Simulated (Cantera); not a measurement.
A closed system holds: 1 mol HMDSO, 0.059 mol O2, at 39.0 mbar.

Method: chemical equilibrium by Gibbs-energy minimisation in Cantera with the NASA 1993 tables (ideal gas, pure condensed phases). Candidate condensed phases: C, C6H6, C7H8, C8H18, H2O, Si, SiC, SiO2; 123 gas species. The feed counts by its element totals alone. Mutual solubility and eutectic melting of coexisting phases are not modelled. The tables hold silica as quartz up to 1696 K and as liquid above; real silica turns to tridymite and cristobalite and melts near 1996 K. The numbers say what is thermodynamically allowed, not how fast it happens.

x: gas mole fraction; n: condensed amount in mol.

```csv
T (°C),x H2,x CH4,x CO,x SiO,x H,x C2H2 (acetylene),x H2O,n C(graphite),n SiC(s),n SiO2(α-quartz),n SiO2(β-quartz)
377,0.616,0.384,<1e-12,<1e-12,<1e-12,<1e-12,<1e-12,2.06,1.44,0.559,0
452,0.854,0.146,2.79e-12,<1e-12,<1e-12,<1e-12,1.79e-11,3.41,1.44,0.559,0
527,0.952,[?],[?],<1e-12,[?],[?],[?],4.15,1.44,0.559,0
602,0.984,0.0165,1.70e-8,<1e-12,2.52e-10,2.34e-11,2.66e-9,4.41,1.44,0,0.559
677,0.994,0.00645,4.66e-7,2.32e-11,2.81e-9,2.73e-10,1.69e-8,4.50,1.44,0,0.559
752,0.997,0.00285,7.81e-6,8.12e-10,2.20e-8,2.20e-9,8.06e-8,4.53,1.44,0,0.559
827,0.999,0.00140,8.86e-5,1.74e-8,1.31e-7,1.33e-8,3.09e-7,4.55,1.44,0,0.559
902,0.999,0.000745,0.000733,2.50e-7,6.20e-7,6.36e-8,9.89e-7,4.54,1.44,0,0.556
977,0.995,0.000424,0.00468,2.60e-6,2.44e-6,2.51e-7,2.74e-6,4.49,1.46,0,0.538
1052,0.976,0.000249,0.0242,2.06e-5,8.18e-6,8.30e-7,6.61e-6,4.22,1.55,0,0.447
1127,0.896,0.000135,0.104,0.000130,2.33e-5,2.26e-6,1.35e-5,2.99,1.96,0,0.0352
1202,0.889,[?],0.110,[?],[?],[?],[?],2.88,2.00,0,0
1277,0.889,6.27e-5,0.110,0.000265,0.000150,1.43e-5,4.63e-6,2.89,2.00,0,0
1352,0.889,4.53e-5,0.110,0.000350,0.000337,3.16e-5,2.86e-6,2.89,2.00,0,0
```

### Question
Complete the blanks.

### Answer

- 1202, x CH4: 8.97e-5
- 1202, x SiO: 0.000194
- 1202, x H: 6.19e-5
- 1202, x C2H2 (acetylene): 5.93e-6
- 1202, x H2O: 7.89e-6
- 527, x CH4: 0.0476
- 527, x CO: 3.31e-10
- 527, x H: 1.43e-11
- 527, x C2H2 (acetylene): 1.23e-12
- 527, x H2O: 2.87e-10
